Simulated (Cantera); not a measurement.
**Equilibrium for metals in furnace atmospheres: Cu + H2O + N2**

Input: 1 mol Cu, a varied amount of H2O, 24 mol N2, held at 1650 Torr.

Method: chemical equilibrium by Gibbs-energy minimisation in Cantera with the NASA 1993 tables (ideal gas, pure condensed phases). Candidate condensed phases: Cu, CuO, Cu(OH)2, Cu2O, H2O; 27 gas species. Mutual solubility and eutectic melting of coexisting phases are not modelled. Kinetics and transport are ignored.

Stable condensed phases:

```
T in °C \ n(H2O) in mol
         3.2 3.8 4.5 5.4 6.4 7.5 8.9  11  12  15  17  21
   1602    A   A   A   A   A   A   A   A   A   A   A   A
   1452    A   A   A   A   A   A   A   A   A   A   A   A
   1302    A   A   A   A   A   A   A   A   A   A   A   A
   1152    A   A   A   A   B   B   B   B   B   B   B   B
   1002    B   B   B   B   B   B   B   B   B   B   B   B
    852    B   B   B   B   B   B   B   B   B   B   B   B
    702    A   A   A   A   A   A   B   B   B   B   B   B
    552    A   A   A   A   A   A   A   A   A   A   A   A
    402    A   A   A   A   A   A   A   A   A   A   A   A
```

A: Cu; B: Cu + Cu2O.
